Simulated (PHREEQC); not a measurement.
0.39 g of hydrous ferric oxide (600 m²/g; 0.2 weak and 0.005 strong sites per Fe, Dzombak-Morel constants, diffuse double layer) in 1 kg of water with 0.1 mol/kgw of an inert sodium salt and 1.1e-05 mol Na2HAsO4, at 25 °C; the pH is set by adding NaOH or the inert anion's acid. Oxygen alone is held at its pressure in air (log pO2 = -0.68). CO2 from the air is kept out. Precipitation was switched off in this run.

Base run: PHREEQC, ion-association model, wateq4f.dat. Each further column changes one thing. The table gives surface charge σ (C/m²).

```
pH      base  background salt from 0.1 to 0.01 mol/kgw  oxide from 0.39 to 2 g/kgw  0.00018 mol/kgw Na2SO4 added
----  ------  ----------------------------------------  --------------------------  ----------------------------
3      0.358                                     0.319                       0.362                         0.224
3.38   0.348                                     0.284                       0.354                         0.219
4.12   0.305                                     0.198                       0.310                         0.198
4.5    0.267                                     0.156                       0.272                         0.178
5.25   0.181                                     0.090                       0.185                         0.130
5.62   0.142                                     0.066                       0.146                         0.107
6.38   0.078                                     0.032                       0.081                         0.068
6.75   0.055                                     0.022                       0.058                         0.051
7.5    0.020                                     0.007                       0.022                         0.020
7.88   0.006                                     0.002                       0.008                         0.006
8.62  -0.021                                    -0.008                      -0.019                        -0.021
9     -0.037                                    -0.014                      -0.035                        -0.037
```

The oxide is taken as insoluble; below pH 4 it would dissolve.
